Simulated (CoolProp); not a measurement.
Values from CoolProp's reference Helmholtz-energy equation of state, Akasaka 2019.

Question: For R1234ze(Z), give the phase and the density (kg/m³), speed of sound (m/s), Joule-Thomson coefficient (K/MPa), fugacity coefficient at 94.25 °C and 4.41 MPa.

Answer: 
- 94.25 °C and 4.41 MPa: liquid; density 1040, speed of sound 414, Joule-Thomson coefficient 0.166, fugacity coefficient 0.241
